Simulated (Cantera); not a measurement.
Cantera run:

```python
import numpy as np
import cantera as ct

gas_names = [...]  # 114 gases of nasa_gas.yaml made of C, Fe, H, O
cond_names = """
    C(gr) C6H6(L) C7H8(L) C8H18(L),n-octa Fe(a) Fe(c) Fe(d) Fe(L) FeC5O5(L) FeO(s) FeO(L) Fe(OH)2(s)
    Fe(OH)3(s) Fe2O3(s) Fe3O4(s) H2O(s) H2O(L)
""".split()


# ... load() reads the species with a 1 bar reference pressure and builds the phases ...
atoms = {
    'Fe': {'Fe': 1},
    'CO': {'C': 1, 'O': 1},
    'H2': {'H': 2},
}
top_T = {'C(gr)': 4500, 'Fe2O3(s)': 1830, 'Fe3O4(s)': 1870}  # K; cautious upper limits of use, not melting points


# ... equilibrate(T, P, feed) seeds the gas with the atoms and calls Mixture.equilibrate('TP', solver="vcs", rtol=1e-11, max_steps=5000) ...
results = []
feed = {'Fe': 1, 'CO': 3.1, 'H2': 7}  # mol
P = 1333.22  # Pa
for T in [1300, 1350, 1400, 1450, 1500, 1550, 1600, 1650, 1700]:
    mix = equilibrate(T, P, feed)
    results.append((T, P, feed, dict(zip(mix.species_names, mix.species_moles))))

top = {s: max(r[3][s] / sum(r[3][g] for g in gas_names) for r in results) for s in gas_names}
cols = sorted((s for s in top if top[s] > 0.001), key=lambda s: -top[s])[:5]
seen = [c for c in cond_names if any(r[3].get(c, 0) > 1e-12 for r in results)]
print("log10 of partial pressures in bar; condensed amounts in mol")
print(f"{'T/K':>10s}" + "".join(f"{s[:9]:>10s}" for s in cols + seen))
for T, P, feed, n in results:
    ng = sum(n[g] for g in gas_names)
    print(f"{T:10.4g}" + "".join(f"{np.log10(max(n[s] / ng * P / 1e5, 1e-99)):10.3f}" for s in cols)
          + "".join(f"{n.get(c, 0):10.4g}" for c in seen))
```

Result:

```
log10 of partial pressures in bar; condensed amounts in mol
       T/K        H2        CO         H     Fe(c)     Fe(d)
      1300    -2.034    -2.388    -6.973         1         0
      1350    -2.034    -2.388    -6.640         1         0
      1400    -2.034    -2.388    -6.330         1         0
      1450    -2.034    -2.388    -6.041         1         0
      1500    -2.034    -2.388    -5.772    0.9999         0
      1550    -2.034    -2.388    -5.519    0.9997         0
      1600    -2.035    -2.388    -5.282    0.9992         0
      1650    -2.035    -2.388    -5.059     0.998         0
      1700    -2.035    -2.389    -4.849         0    0.9952
```

These are equilibrium values from Cantera (NASA tables, ideal gas, pure condensed phases), not measurements of a reactor.
